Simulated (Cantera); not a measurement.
Input (Python, Cantera) and output of one run.

```python
import numpy as np
import cantera as ct

gas_names = """
    H HNO HNO2 HNO3 HO2 H2 H2O H2O2 H2S H2SO4 Mg MgH MgN MgO MgOH MgO2H2 MgS Mg2 N NH NH2 NH3 NH2OH NO
    NO2 NO3 N2 N2H2 N2H4 N2O O OH O2 O3 S SH SN SO SO2 SO3 S2 S2O S8
""".split()
cond_names = """
    H2O(s) H2O(L) H2SO4(L) Mg(cr) Mg(L) MgO(s) MgO(L) MgO2H2(s) MgS(s) MgSO4(s) MgSO4(L) S(cr1) S(cr2)
    S(L)
""".split()


# ... load() reads the species with a 1 bar reference pressure and builds the phases ...
atoms = {
    'MgO': {'Mg': 1, 'O': 1},
    'H2S': {'H': 2, 'S': 1},
    'N2': {'N': 2},
}
top_T = {'MgS(s)': 2250}  # K; cautious upper limits of use, not melting points


# ... equilibrate(T, P, feed) seeds the gas with the atoms and calls Mixture.equilibrate('TP', solver="vcs", rtol=1e-11, max_steps=5000) ...
results = []
feed = {'MgO': 1, 'H2S': 0.15, 'N2': 31}  # mol
P = 1000000  # Pa
for T in [1000, 1100, 1200, 1300, 1400, 1500, 1600, 1700, 1800, 1900]:
    mix = equilibrate(T, P, feed)
    results.append((T, P, feed, dict(zip(mix.species_names, mix.species_moles))))

top = {s: max(r[3][s] / sum(r[3][g] for g in gas_names) for r in results) for s in gas_names}
cols = sorted((s for s in top if top[s] > 0.0001), key=lambda s: -top[s])[:6]
seen = [c for c in cond_names if any(r[3].get(c, 0) > 1e-12 for r in results)]
print("log10 of partial pressures in bar; condensed amounts in mol")
print(f"{'T/K':>10s}" + "".join(f"{s[:9]:>10s}" for s in cols + seen))
for T, P, feed, n in results:
    ng = sum(n[g] for g in gas_names)
    print(f"{T:10.4g}" + "".join(f"{np.log10(max(n[s] / ng * P / 1e5, 1e-99)):10.3f}" for s in cols)
          + "".join(f"{n.get(c, 0):10.4g}" for c in seen))
```

Result:

```
log10 of partial pressures in bar; condensed amounts in mol
       T/K        N2        H2       H2S        S2       H2O        SH    MgO(s)    MgS(s)
      1000     0.998    -2.248    -1.389    -2.549    -2.770    -5.485    0.9947  0.005287
      1100     0.998    -1.999    -1.444    -2.301    -2.664    -4.882    0.9932  0.006756
      1200     0.998    -1.812    -1.520    -2.113    -2.607    -4.400    0.9923  0.007711
      1300     0.997    -1.673    -1.615    -1.975    -2.591    -4.013     0.992  0.008007
      1400     0.997    -1.573    -1.726    -1.876    -2.607    -3.700    0.9923  0.007719
      1500     0.997    -1.503    -1.846    -1.807    -2.647    -3.445    0.9929  0.007054
      1600     0.997    -1.455    -1.971    -1.760    -2.703    -3.236    0.9938   0.00623
      1700     0.997    -1.421    -2.097    -1.728    -2.767    -3.062    0.9946  0.005397
      1800     0.997    -1.399    -2.219    -1.708    -2.836    -2.914    0.9953  0.004596
      1900     0.997    -1.384    -2.336    -1.695    -2.906    -2.787     0.996  0.003609
```

These are equilibrium values from Cantera (NASA tables, ideal gas, pure condensed phases), not measurements of a reactor. Mutual solubility and eutectic melting of coexisting phases are not modelled. Gases not in the tables: S3 to S7.
